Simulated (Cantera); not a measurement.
Input (Python, Cantera):

```python
import numpy as np
import cantera as ct

gas = ct.Solution("gri30.yaml", transport_model="multicomponent")
show = ['O', 'CH3', 'NH3']

rows = []
print(f"{'T/K':>7s}{'rho':>11s}{'cp':>10s}{'mu':>11s}{'lambda':>11s}{'Pr':>7s}" + "".join(f"{'D_' + s:>11s}" for s in show))
for T in [400, 500, 600, 700, 800, 900, 1000]:
    gas.TPX = T, 100000, {'N2O': 0.86}
    Pr = gas.cp_mass * gas.viscosity / gas.thermal_conductivity
    D = [gas.mix_diff_coeffs_mole[gas.species_index(s)] for s in show]
    rows.append([gas.density, gas.cp_mass, gas.viscosity, gas.thermal_conductivity, Pr, *D])
    print(f"{T:7g}{gas.density:11.4e}{gas.cp_mass:10.1f}{gas.viscosity:11.4e}"
          f"{gas.thermal_conductivity:11.4e}{Pr:7.3f}" + "".join(f"{d:11.4e}" for d in D))
print("SI units: kg/m3, J/kg/K, Pa s, W/m/K, m2/s")
```

It prints:

```
    T/K        rho        cp         mu     lambda     Pr        D_O      D_CH3      D_NH3
    400 1.3234e+00     970.3 1.9459e-05 2.5299e-02  0.746 4.2546e-05 2.9657e-05 2.8579e-05
    500 1.0587e+00    1042.5 2.3570e-05 3.2964e-02  0.745 6.2942e-05 4.4353e-05 4.3985e-05
    600 8.8226e-01    1101.3 2.7324e-05 4.0429e-02  0.744 8.6258e-05 6.1231e-05 6.2054e-05
    700 7.5622e-01    1150.2 3.0799e-05 4.7670e-02  0.743 1.1229e-04 8.0126e-05 8.2555e-05
    800 6.6169e-01    1191.6 3.4048e-05 5.4682e-02  0.742 1.4088e-04 1.0091e-04 1.0531e-04
    900 5.8817e-01    1226.6 3.7113e-05 6.1443e-02  0.741 1.7190e-04 1.2348e-04 1.3017e-04
   1000 5.2935e-01    1254.7 4.0022e-05 6.7878e-02  0.740 2.0524e-04 1.4776e-04 1.5702e-04
SI units: kg/m3, J/kg/K, Pa s, W/m/K, m2/s
```

Cantera simulation using GRI-Mech 3.0 (53 species, 325 reactions); the numbers are that mechanism's predictions, not measurements.
